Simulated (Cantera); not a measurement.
Hydrocarbon pyrolysis for carbon deposition

An isothermal, constant-pressure homogeneous reactor starts with 0.585 % C2H6, 99.4 % N2, at 1825 K and 0.0950 bar.

Detailed kinetics in Cantera: GRI-Mech 3.0 (53 species, 325 reactions). GRI-Mech 3.0 stops at C3 and has no aromatics, soot or wall deposition, so with more carbon than oxygen in the feed, carbon stays in small species such as C2H2 where larger ones or solid carbon would form.

```
t (s)       x C2H6    x C2H     x HCN     x H2       x H
--------  --------  -------  --------  -------  --------
2.00e-5    0.00483   <1e-12  2.88e-10  1.17e-5   2.57e-5
0.000100   0.00162  2.65e-7   3.91e-6  0.00134  0.000628
0.000502   7.81e-6  3.33e-6   5.35e-5  0.00822  0.000713
0.00252    3.19e-7  1.52e-6   8.48e-5   0.0106  0.000306
0.0126     3.99e-8  8.48e-7  0.000101   0.0111  0.000173
0.0632     5.72e-9  6.29e-7  0.000114   0.0113  0.000130
0.317     4.22e-10  6.47e-7  0.000131   0.0114  0.000134
1.59      2.43e-12  7.15e-7  0.000148   0.0115  0.000148
7.96        <1e-12  7.43e-7  0.000151   0.0115  0.000154
39.9        <1e-12  7.44e-7  0.000151   0.0115  0.000154
200         <1e-12  7.43e-7  0.000156   0.0115  0.000154
```
x: mole fraction; the columns are a selection and need not sum to one.

Equilibrium at this temperature and pressure: C2H6 <1e-12, C2H 4.08e-8, HCN 0.0109, H2 0.0115, H 0.000154 (gas phase only).
